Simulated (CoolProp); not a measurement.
Vapour-liquid equilibrium of hydrogen sulfide (1) + benzene (2) at 311.9 K; x and y are mole fractions of (1).

Values from CoolProp's multi-fluid Helmholtz-energy mixture model, Lemmon 2006 and Thol 2012; pair parameters Bell 2016.

| x | bubble pressure, mixture model (MPa) | bubble pressure, Raoult's law (MPa) | y, mixture model | y, Raoult's law |
|---|---|---|---|---|
| 0.05 | 0.1426 | 0.1612 | 0.840 | 0.863 |
| 0.15 | 0.3766 | 0.4373 | 0.942 | 0.955 |
| 0.25 | 0.6108 | 0.7133 | 0.966 | 0.976 |
| 0.35 | 0.8515 | 0.9894 | 0.977 | 0.985 |
| 0.45 | 1.103 | 1.265 | 0.984 | 0.990 |
| 0.55 | 1.369 | 1.542 | 0.988 | 0.993 |
| 0.65 | 1.651 | 1.818 | 0.992 | 0.996 |
| 0.75 | 1.949 | 2.094 | 0.994 | 0.997 |
| 0.85 | 2.265 | 2.370 | 0.997 | 0.999 |
| 0.95 | 2.602 | 2.646 | 0.999 | 1.000 |

The largest gap from Raoult's law is -14.4 % in bubble pressure, at x = 0.25. No azeotrope shows between x = 0.05 and 0.95.

Pair parameters are fitted to limited data, so mixtures are less certain than the pure fluids.
